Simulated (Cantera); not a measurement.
## Equilibrium for roasting and sulfation: FeS2 + SO2 + O2

Feed: 1 mol FeS2, 3.3 mol SO2, 0.16 mol O2, at 1650 °C and 13.3 mbar.

These are equilibrium values from Cantera (NASA tables, ideal gas, pure condensed phases), not measurements of a reactor. Candidate condensed phases: Fe, FeO, FeS, FeSO4, FeS2, Fe2O3, Fe2(SO4)3, Fe3O4, S; 12 gas species. The tables' stoichiometric FeO is somewhat more stable than real wüstite, so its field is too wide. FeO: taken at fixed stoichiometry. Equilibrium is a limit: real reactors are often held back by kinetics, nucleation or transport.

The x(SO2) comes out as 0.631. The x(S2) comes out as 0.236 and the x(SO) is 0.119. The x(S) is 0.00793 and the x(S2O) is 0.00425. The x(Fe) is 0.00213 and the x(FeO) is 8.49e-5. The x(O2) is 1.10e-5. The x(O) is 1.04e-5. The n(FeO(l)) comes out as 0.991 mol and the gas amount is 4.281 mol. The log10 activity of Fe(l) (absent) is -0.72 and the log10 activity of S(l) (absent) is -2.79.
